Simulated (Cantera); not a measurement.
# Abatement and gas-phase synthesis: NF₃ + O₂ + H₂

Feed: 1 mol NF₃, a varied amount of O₂, 0.3 mol H₂, equilibrated at 2525 °C and 13.3 mbar.

These are equilibrium values from Cantera (NASA tables, ideal gas, pure condensed phases), not measurements of a reactor. Candidate condensed phases: H₂O; 40 gas species. The numbers say what is thermodynamically allowed, not how fast it happens.

From 0.072 mol O₂ to 3.1 mol O₂ nothing is condensed.

| n(O₂) (mol) | log p F | log p O₂ | log p O | log p HF | log p N₂ | log p NO |
|---|---|---|---|---|---|---|
| 0.072 | -2.05 | -4.27 | -3.40 | -2.66 | -2.74 | -4.55 |
| 0.1 | -2.06 | -4.05 | -3.29 | -2.66 | -2.75 | -4.44 |
| 0.14 | -2.07 | -3.83 | -3.18 | -2.67 | -2.75 | -4.34 |
| 0.2 | -2.08 | -3.61 | -3.07 | -2.68 | -2.77 | -4.23 |
| 0.28 | -2.09 | -3.42 | -2.98 | -2.69 | -2.78 | -4.14 |
| 0.4 | -2.11 | -3.22 | -2.88 | -2.71 | -2.80 | -4.06 |
| 0.56 | -2.13 | -3.06 | -2.80 | -2.73 | -2.83 | -3.99 |
| 0.79 | -2.16 | -2.90 | -2.72 | -2.76 | -2.86 | -3.92 |
| 1.1 | -2.20 | -2.76 | -2.65 | -2.80 | -2.90 | -3.88 |
| 1.6 | -2.25 | -2.62 | -2.58 | -2.85 | -2.96 | -3.84 |
| 2.2 | -2.30 | -2.52 | -2.53 | -2.91 | -3.02 | -3.81 |
| 3.1 | -2.37 | -2.43 | -2.48 | -2.98 | -3.09 | -3.80 |
log p: log10 of the partial pressure in bar; nothing condenses.
